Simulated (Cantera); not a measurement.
An isothermal, constant-pressure homogeneous reactor starts with NH3 : N2 = 1 : 1.3 (molar parts), at 1650 K and 20.0 Torr.

Computed with Cantera and the gas-phase N/H chemistry of the illustrative SiF4/NH3 mechanism in the Surface Chemkin manual (1991). Walls and surfaces, which speed up NH3 decomposition in real reactors, are not modelled.

x: mole fraction; the columns are a selection and need not sum to one.

```json
[
 {"t (s)": "3.00e-6", "x NH3": "0.435", "x H": "2.99e-9", "x NH2": "[?]", "x N": "<1e-12", "x N2": "0.565", "x H2": "5.62e-10"},
 {"t (s)": "1.44e-5", "x NH3": "0.435", "x H": "8.18e-9", "x NH2": "[?]", "x N": "<1e-12", "x N2": "0.565", "x H2": "8.89e-9"},
 {"t (s)": "6.95e-5", "x NH3": "0.435", "x H": "1.00e-8", "x NH2": "[?]", "x N": "<1e-12", "x N2": "0.565", "x H2": "7.22e-8"},
 {"t (s)": "0.000334", "x NH3": "0.435", "x H": "1.00e-8", "x NH2": "[?]", "x N": "<1e-12", "x N2": "0.565", "x H2": "3.85e-7"},
 {"t (s)": "0.00161", "x NH3": "0.435", "x H": "1.00e-8", "x NH2": "[?]", "x N": "<1e-12", "x N2": "0.565", "x H2": "1.90e-6"},
 {"t (s)": "0.00775", "x NH3": "0.435", "x H": "1.08e-8", "x NH2": "[?]", "x N": "4.79e-12", "x N2": "0.565", "x H2": "9.41e-6"},
 {"t (s)": "0.0373", "x NH3": "0.435", "x H": "3.33e-8", "x NH2": "[?]", "x N": "1.11e-10", "x N2": "0.565", "x H2": "7.78e-5"},
 {"t (s)": "0.179", "x NH3": "0.433", "x H": "4.76e-7", "x NH2": "0.000201", "x N": "2.54e-9", "x N2": "0.565", "x H2": "0.00193"},
 {"t (s)": "0.863", "x NH3": "0.422", "x H": "2.58e-6", "x NH2": "0.000188", "x N": "1.62e-8", "x N2": "0.565", "x H2": "0.0137"},
 {"t (s)": "4.16", "x NH3": "0.374", "x H": "1.09e-5", "x NH2": "[?]", "x N": "5.31e-8", "x N2": "0.562", "x H2": "0.0632"},
 {"t (s)": "20.0", "x NH3": "0.235", "x H": "3.82e-5", "x NH2": "[?]", "x N": "7.39e-8", "x N2": "0.556", "x H2": "0.209"}
]
```

Complete the blanks.


- 3.00e-6, x NH2: 4.11e-9
- 1.44e-5, x NH2: 2.60e-8
- 6.95e-5, x NH2: 1.54e-7
- 0.000334, x NH2: 7.81e-7
- 0.00161, x NH2: 3.80e-6
- 0.00775, x NH2: 1.83e-5
- 0.0373, x NH2: 8.62e-5
- 4.16, x NH2: 0.000157
- 20.0, x NH2: 0.000105
